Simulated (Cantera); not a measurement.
A closed system holds: 1 mol (CH3)2SiCl2, 0.006 mol C3H8, 57 mol H2, at 2523 K and 0.100 bar.

These are equilibrium values from Cantera (NASA tables, ideal gas, pure condensed phases), not measurements of a reactor. Candidate condensed phases: C, C6H6, C7H8, C8H18, Si, SiC; 109 gas species. The feed counts by its element totals alone. The tables' values for SiCl are old estimates; treat these amounts as uncertain. Gases not in the tables: Si2H6 and higher silanes. The numbers say what is thermodynamically allowed, not how fast it happens.

Base state: H2 0.863, H 0.0817, HCl 0.0283, C2H2 (acetylene) 0.0103, Si 0.00943, SiC2 0.00261, Cl 0.00189, Si2C 0.000947 (mole fractions); condensed: C(graphite).

What changes in the equilibrium state with this change: pressure from 0.100 bar to 1.33 mbar?


```csv
species,before,after
H,0.0817,0.510
H2,0.863,0.448
HCl,0.0283,0.0132
Cl,0.00189,0.0106
C2H2 (acetylene),0.0103,0.00534
Si,0.00943,0.00924
CH4,1.08e-5,3.87e-8
SiCl2,0.000224,1.23e-6
"C(graphite), mol",0.263,0.447
```
